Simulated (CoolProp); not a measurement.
Sulfur hexafluoride at 541.54 K and 0.124 MPa flows at 3.7 m/s in a round tube of 12.7 mm bore and 1.5 µm roughness, fully developed (64/Re and Nu = 3.66 if laminar; Colebrook and Gnielinski if turbulent). Each further row changes one setting.

Computed with CoolProp (reference Helmholtz-energy equation of state, Guder 2009).

```tsv
case	Reynolds number	Darcy friction factor	pressure drop (Pa/m)	heat-transfer coefficient (W/(m² K))	mass flow (kg/h)
as stated	…	0.0336	…	…	…
velocity 7.4 m/s	14900	0.0281	244	101	13.6
diameter 25.4 mm	14900	0.0280	…	…	…
```

Question: What belongs in the gaps?

Answer: 
- as stated, Reynolds number: 7440
- as stated, pressure drop (Pa/m): 72.9
- as stated, heat-transfer coefficient (W/(m² K)): 57.0
- as stated, mass flow (kg/h): 6.80
- diameter 25.4 mm, pressure drop (Pa/m): 30.4
- diameter 25.4 mm, heat-transfer coefficient (W/(m² K)): 50.4
- diameter 25.4 mm, mass flow (kg/h): 27.2

Viscosity comes from a separate model (Quiñones-Cisneros 2012). Thermal conductivity comes from a separate model (Assael 2012).
